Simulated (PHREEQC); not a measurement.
Make-up at 25 °C: 0.019 mol/kgw H2SeO3, 0.1 mol/kgw HCl and 0.025 mol/kgw CaCl2. Closed to the air; pH follows from the charge balance.

All values are PHREEQC results (ion-association model, wateq4f.dat), not measurements.

Each row changes one thing in this solution. Precipitation was switched off in this run.

```tsv
case	pH	H2SeO3 (mol/kgw)	HSeO3- (mol/kgw)	SeO3-2 (mol/kgw)	SI of Portlandite (Ca(OH)2)
as made	1.09	0.0184	0.000562	5.18e-11	-22.70
H2SeO3 replaced by Na2SeO3 at the same molality	1.30	0.0181	0.000884	1.30e-10	…
HCl from 0.1 to 0.2 mol/kgw	0.80	0.0187	0.000306	1.55e-11	…
temperature from 25 to 60 °C	1.10	0.0184	0.000581	5.75e-11	-20.33
H2SeO3 from 0.019 to 0.0209 mol/kgw	1.09	0.0203	0.000618	5.69e-11	-22.70
temperature from 25 to 65 °C	1.10	0.0184	0.000584	5.85e-11	-20.03
0.079 mol/kgw LiOH added	1.73	0.0168	0.00222	…	-21.43
```

Question: Some entries are withheld; supply them.

Answer: 
- H2SeO3 replaced by Na2SeO3 at the same molality, SI of Portlandite (Ca(OH)2): -22.29
- HCl from 0.1 to 0.2 mol/kgw, SI of Portlandite (Ca(OH)2): -23.33
- 0.079 mol/kgw LiOH added, SeO3-2 (mol/kgw): 8.87e-10

Species that the database lacks are ignored. Constants without temperature data keep their 25 °C values here.
